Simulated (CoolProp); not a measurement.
Vapour-liquid equilibrium of R22 (1) + c-C4F8 (RC318) (2) at 339.6 K; x and y are mole fractions of (1).

Computed with CoolProp (multi-fluid Helmholtz-energy mixture model, Kamei 1995 and Platzer 1990; pair parameters Bell 2016). This equation is an older, rougher fit; its heat capacities, sound speeds and derivatives of the liquid may be far off and weren't checked against measurements.

**Question.** Give the bubble pressure and the first vapour's composition at x = 0.25, 0.65, 0.75. Is there an azeotrope?

**Answer.** x = 0.25: 1427 kPa, y = 0.440; x = 0.65: 2344 kPa, y = 0.787; x = 0.75: 2507 kPa, y = 0.839. No azeotrope shows between x = 0.05 and 0.95.

Pair parameters are fitted to limited data, so mixtures are less certain than the pure fluids. The gap from Raoult's law changes sign with composition, which may be real or a fault of the pair parameters; it wasn't checked against measurements.
